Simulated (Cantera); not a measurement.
An isothermal, constant-pressure homogeneous reactor starts with H₂ : O₂ : N₂ = 0.84 : 1 : 2.9 (molar parts), equivalence ratio 0.42, at 1050 K and 0.340 bar.

Cantera simulation using GRI-Mech 3.0 (53 species, 325 reactions); the numbers are that mechanism's predictions, not measurements. The temperature is held fixed by assumption; the heat of reaction is taken as removed at once.

One state of this run: x H₂ = 0.000736; x O₂ = 0.135; x H = 5.19e-6; x NO₂ = 7.03e-8; x O = 2.66e-5; x NO = 1.20e-6. x: mole fraction; the columns are a selection and need not sum to one.

Question: Which value of t (s) does it belong to?
A) 0.247
B) 0.000100
C) 200
D) 0.00285

Answer: D, 0.00285
